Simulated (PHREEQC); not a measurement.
A solution holds 1.3 mmol/kgw CuCl2, 0.12 mmol/kgw H2SO4 and 1.9 mmol/kgw H3BO3, at 65 °C. Closed to the air; pH follows from the charge balance.

Model: ion-association model, phreeqc.dat, run in PHREEQC.

```csv
quantity,before,after
pH,3.66,2.99
ionic strength (mol/kgw),0.00411,0.00516
SO4-2 (mol/kgw),9.78e-5,0.000437
HSO4- (mol/kgw),4.53e-6,9.22e-5
```

Task: What was changed between the two runs?
A. H2SO4 replaced by Al2(SO4)3 at the same molality
B. H3BO3 left out
C. H3BO3 from 0.0019 to 0.00019 mol/kgw
D. H2SO4 from 0.00012 to 0.0006 mol/kgw
E. CuCl2 left out

Result: D, H2SO4 from 0.00012 to 0.0006 mol/kgw

No solid was allowed to form. At this temperature some constants are extrapolated from 25 °C, and those without enthalpy data are left unchanged.
